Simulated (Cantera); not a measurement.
**Carbon deposition, reforming and gasification: CO + O₂ + H₂ + NH₃ + CO₂**

Input: 1 mol CO, 0.45 mol O₂, 19 mol H₂, 0.012 mol NH₃, 2 mol CO₂, held at 0.00250 bar.

Method: chemical equilibrium by Gibbs-energy minimisation in Cantera with the NASA 1993 tables (ideal gas, pure condensed phases). Candidate condensed phases: C, C₆H₆, C₇H₈, C₈H₁₈, H₂O; 136 gas species. Rates play no part.

| T (K) | x H₂ | x H | x CO | x H₂O | x CO₂ | x OH | x O |
|---|---|---|---|---|---|---|---|
| 1023 | 0.754 | 7.19e-8 | 0.114 | 0.110 | 0.0218 | 2.76e-11 | <1e-12 |
| 1173 | 0.747 | 2.04e-6 | 0.121 | 0.117 | 0.0149 | 2.20e-9 | <1e-12 |
| 1323 | 0.743 | 2.73e-5 | 0.125 | 0.121 | 0.0110 | 6.43e-8 | 2.24e-12 |
| 1473 | 0.740 | 0.000218 | 0.128 | 0.123 | 0.00858 | 9.42e-7 | 2.43e-10 |
| 1623 | 0.738 | 0.00119 | 0.129 | 0.125 | 0.00703 | 8.39e-6 | 1.11e-8 |
| 1773 | 0.734 | 0.00487 | 0.130 | 0.125 | 0.00598 | 5.16e-5 | 2.68e-7 |
| 1923 | 0.723 | 0.0160 | 0.130 | 0.125 | 0.00523 | 0.000239 | 3.95e-6 |
| 2073 | 0.699 | 0.0440 | 0.128 | 0.123 | 0.00467 | 0.000881 | 3.98e-5 |
| 2223 | 0.647 | 0.103 | 0.125 | 0.117 | 0.00422 | 0.00270 | 0.000298 |
| 2373 | 0.557 | 0.208 | 0.118 | 0.104 | 0.00378 | 0.00695 | 0.00175 |
| 2523 | 0.426 | 0.363 | 0.106 | 0.0790 | 0.00315 | 0.0143 | 0.00799 |
x: gas mole fraction; nothing condenses.

From 1023 K to 2523 K nothing is condensed. The main C-bearing gas is CO throughout.
